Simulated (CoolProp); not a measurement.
Properties of sulfur hexafluoride at several states.

The numbers come from the reference Helmholtz-energy equation of state, Guder 2009 in CoolProp.

```csv
T (K),p (MPa),phase,cp (kJ/(kg K)),cv (kJ/(kg K))
519.1,0.0149,gas,0.8911,___
472.3,0.316,gas,___,0.8040
531.8,10,supercritical,0.9869,___
380.4,0.0178,gas,___,___
283.3,0.0161,gas,0.6405,___
501.9,0.592,gas,0.8858,___
```

**Question.** Some entries are withheld; supply them.

**Answer.** 
- 519.1, cv (kJ/(kg K)): 0.8341
- 472.3, cp (kJ/(kg K)): 0.8634
- 531.8, cv (kJ/(kg K)): 0.8566
- 380.4, cp (kJ/(kg K)): 0.7767
- 380.4, cv (kJ/(kg K)): 0.7195
- 283.3, cv (kJ/(kg K)): 0.5830
- 501.9, cv (kJ/(kg K)): 0.8248
